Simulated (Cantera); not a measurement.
## Thermodynamics of silicon epitaxy and polysilicon growth, feed SiH₂Cl₂ + HCl + N₂

Charge: 1 mol SiH₂Cl₂, 0.31 mol HCl, 16 mol N₂, at 3.80 mbar.

These are equilibrium values from Cantera (NASA tables, ideal gas, pure condensed phases), not measurements of a reactor. Candidate condensed phases: NH₄Cl, Si, Si₃N₄; 28 gas species. N₂ is the only nitrogen source here; it is nearly inert below about 1500 K, so the nitride shown seldom forms there in practice. The tables' values for SiCl₃ are old estimates; treat these amounts as uncertain. The numbers say what is thermodynamically allowed, not how fast it happens.

| T (K) | x N₂ | x HCl | x H₂ | x SiCl₂ | x SiCl₄ | x SiCl₃ | x Cl | n Si₃N₄(s) |
|---|---|---|---|---|---|---|---|---|
| 823 | 0.880 | 0.0847 | 0.0234 | 1.55e-9 | 0.0117 | 4.49e-7 | 6.73e-11 | 0.265 |
| 873 | 0.880 | 0.0873 | 0.0221 | 1.62e-8 | 0.0110 | 1.74e-6 | 4.42e-10 | 0.269 |
| 923 | 0.879 | 0.0895 | 0.0209 | 1.30e-7 | 0.0105 | 5.82e-6 | 2.37e-9 | 0.272 |
| 973 | 0.879 | 0.0914 | 0.0200 | 8.44e-7 | 0.00997 | 1.71e-5 | 1.07e-8 | 0.275 |
| 1023 | 0.878 | 0.0930 | 0.0192 | 4.53e-6 | 0.00953 | 4.52e-5 | 4.16e-8 | 0.277 |
| 1073 | 0.878 | 0.0944 | 0.0184 | 2.07e-5 | 0.00912 | 0.000109 | 1.43e-7 | 0.279 |
| 1123 | 0.878 | 0.0956 | 0.0179 | 8.22e-5 | 0.00869 | 0.000240 | 4.39e-7 | 0.280 |
| 1173 | 0.877 | 0.0964 | 0.0174 | 0.000287 | 0.00818 | 0.000488 | 1.22e-6 | 0.281 |
| 1223 | 0.877 | 0.0968 | 0.0172 | 0.000884 | 0.00745 | 0.000909 | 3.10e-6 | 0.279 |
| 1273 | 0.876 | 0.0962 | 0.0174 | 0.00239 | 0.00632 | 0.00152 | 7.18e-6 | 0.273 |
| 1323 | 0.875 | 0.0941 | 0.0182 | 0.00556 | 0.00467 | 0.00218 | 1.50e-5 | 0.260 |
| 1373 | 0.874 | 0.0895 | 0.0203 | 0.0108 | 0.00279 | 0.00255 | 2.81e-5 | 0.238 |
| 1423 | 0.873 | 0.0820 | 0.0237 | 0.0174 | 0.00131 | 0.00240 | 4.71e-5 | 0.208 |
| 1473 | 0.873 | 0.0725 | 0.0281 | 0.0242 | 0.000520 | 0.00192 | 7.20e-5 | 0.174 |
x: gas mole fraction; n: condensed amount in mol.

From 823 K to 1473 K the condensed part is Si₃N₄(s). The main Si-bearing gas is SiCl₄ at 823 K and SiCl₂ at 1473 K. The share of Si in condensed phases is highest at 1173 K (84.2 %) and lowest at 1473 K (52.3 %).
